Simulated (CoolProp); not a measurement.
Vapour-liquid equilibrium of R113 (1) + n-hexane (2) at 93.1 kPa; x and y are mole fractions of (1).

Model: multi-fluid Helmholtz-energy mixture model, Marx 1992 and Thol 2019; pair parameters Bell 2016, in CoolProp.

Q: Give the bubble temperature and the first vapour's composition at x = 0.125, 0.875, 0.95. Is there an azeotrope?

A: x = 0.125: 334.0 K, y = 0.253; x = 0.875: 319.5 K, y = 0.917; x = 0.95: 318.7 K, y = 0.966. No azeotrope shows between x = 0.05 and 0.95.

The pair parameters rest on a limited set of measurements; away from them the model extrapolates.
